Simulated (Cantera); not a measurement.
What does this Cantera script print?

```python
import numpy as np
import cantera as ct

gas_names = """
    CL CLO CL2 N NO NO2 NO3 N2 N2O O O2 O3 Si SiCL SiCL2 SiCL3 SiCL4 SiN SiO SiO2 Si2 Si2N Si3
""".split()
cond_names = """
    Si(cr) Si(L) SiO2(Lqz) SiO2(hqz) SiO2(L) Si2N2O(s) Si3N4(a)
""".split()


# ... load() reads the species with a 1 bar reference pressure and builds the phases ...
atoms = {
    'SiCl4': {'Si': 1, 'CL': 4},
    'NO': {'N': 1, 'O': 1},
    'O3': {'O': 3},
}
top_T = {'Si2N2O(s)': 2100, 'Si3N4(a)': 2400}  # K; cautious upper limits of use, not melting points


# ... equilibrate(T, P, feed) seeds the gas with the atoms and calls Mixture.equilibrate('TP', solver="vcs", rtol=1e-11, max_steps=5000) ...
results = []
feed = {'SiCl4': 1, 'NO': 0.23, 'O3': 0.084}  # mol
P = 43000  # Pa
for T in [973, 1048, 1123, 1198, 1273, 1348, 1423, 1498, 1573, 1648, 1723, 1798]:
    mix = equilibrate(T, P, feed)
    results.append((T, P, feed, dict(zip(mix.species_names, mix.species_moles))))
    x = sorted(zip(gas.X, gas.species_names), reverse=True)
    print(f"T = {T:g} K  P = {P:g} Pa  gas = {mix.phase_moles(0):.4g} mol")
    print("   x: " + "  ".join(f"{s} {v:.3e}" for v, s in x if v > 0.0001))
    print("   condensed (mol): " + ("  ".join(f"{mix.phase(i).name} {mix.phase_moles(i):.4g}"
          for i in range(1, mix.n_phases) if mix.phase_moles(i) > 1e-12) or "none"))
```

Output:

```
T = 973 K  P = 43000 Pa  gas = 1.356 mol
   x: SiCL4 5.597e-01  CL2 3.553e-01  N2 8.480e-02  CL 2.332e-04
   condensed (mol): SiO2(hqz) 0.241
T = 1048 K  P = 43000 Pa  gas = 1.356 mol
   x: SiCL4 5.595e-01  CL2 3.550e-01  N2 8.478e-02  CL 7.004e-04
   condensed (mol): SiO2(hqz) 0.241
T = 1123 K  P = 43000 Pa  gas = 1.357 mol
   x: SiCL4 5.592e-01  CL2 3.542e-01  N2 8.473e-02  CL 1.818e-03
   condensed (mol): SiO2(hqz) 0.241
T = 1198 K  P = 43000 Pa  gas = 1.359 mol
   x: SiCL4 5.586e-01  CL2 3.526e-01  N2 8.463e-02  CL 4.191e-03
   condensed (mol): SiO2(hqz) 0.241
T = 1273 K  P = 43000 Pa  gas = 1.362 mol
   x: SiCL4 5.573e-01  CL2 3.495e-01  N2 8.444e-02  CL 8.746e-03
   condensed (mol): SiO2(hqz) 0.241
T = 1348 K  P = 43000 Pa  gas = 1.367 mol
   x: SiCL4 5.550e-01  CL2 3.441e-01  N2 8.410e-02  CL 1.677e-02
   condensed (mol): SiO2(hqz) 0.241
T = 1423 K  P = 43000 Pa  gas = 1.377 mol
   x: SiCL4 5.514e-01  CL2 3.352e-01  N2 8.354e-02  CL 2.988e-02
   condensed (mol): SiO2(hqz) 0.241
T = 1498 K  P = 43000 Pa  gas = 1.391 mol
   x: SiCL4 5.457e-01  CL2 3.217e-01  N2 8.269e-02  CL 4.985e-02
   condensed (mol): SiO2(hqz) 0.241
T = 1573 K  P = 43000 Pa  gas = 1.411 mol
   x: SiCL4 5.377e-01  CL2 3.024e-01  N2 8.148e-02  CL 7.831e-02  SiCL3 1.232e-04
   condensed (mol): SiO2(hqz) 0.241
T = 1648 K  P = 43000 Pa  gas = 1.44 mol
   x: SiCL4 5.268e-01  CL2 2.768e-01  CL 1.162e-01  N2 7.987e-02  SiCL3 3.179e-04
   condensed (mol): SiO2(hqz) 0.241
T = 1723 K  P = 43000 Pa  gas = 1.477 mol
   x: SiCL4 5.130e-01  CL2 2.450e-01  CL 1.634e-01  N2 7.785e-02  SiCL3 7.640e-04
   condensed (mol): SiO2(L) 0.241
T = 1798 K  P = 43000 Pa  gas = 1.523 mol
   x: SiCL4 4.965e-01  CL 2.179e-01  CL2 2.084e-01  N2 7.549e-02  SiCL3 1.733e-03
   condensed (mol): SiO2(L) 0.241
```

Equilibrium computed with Cantera from the NASA thermochemical tables; the gas is ideal and each condensed phase is pure. The tables' values for SiCl3 are old estimates; treat these amounts as uncertain. The tables hold silica as quartz up to 1696 K and as liquid above; real silica turns to tridymite and cristobalite and melts near 1996 K.
